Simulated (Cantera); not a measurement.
Feed: 1 mol Cu2O, 1.5 mol CO, at 1050 K and 5.00 mbar.

Cantera equilibrium calculation (NASA polynomials, part measured and part estimated; ideal gas, pure solids and liquids). Candidate condensed phases: C, Cu, CuO, Cu2O; 15 gas species. Rates play no part.

Base state: CO2 0.667, CO 0.333 (mole fractions); condensed: Cu(s).

Question: What changes in the equilibrium state with this change: Cu2O replaced by PbO?

Answer: 
| species | before | after |
|---|---|---|
| CO2 | 0.667 | 0.660 |
| CO | 0.333 | 0.330 |
| Pb | 0 | 0.00931 |
| Cu(s), mol | 2.00 | 0 |
| Pb(l), mol | 0 | 0.986 |
Further candidate phases: Pb, PbO, PbO2, Pb3O4.

Question: What changes in the equilibrium state with this change: temperature from 1050 K to 1675 K?

Answer: 
| species | before | after |
|---|---|---|
| CO2 | 0.667 | 0.651 |
| CO | 0.333 | 0.326 |
| Cu | 2.10e-8 | 0.0228 |
| Cu2 | <1e-9 | 2.44e-5 |
| Cu(s), mol | 2.00 | 0 |
| Cu(l), mol | 0 | 1.96 |
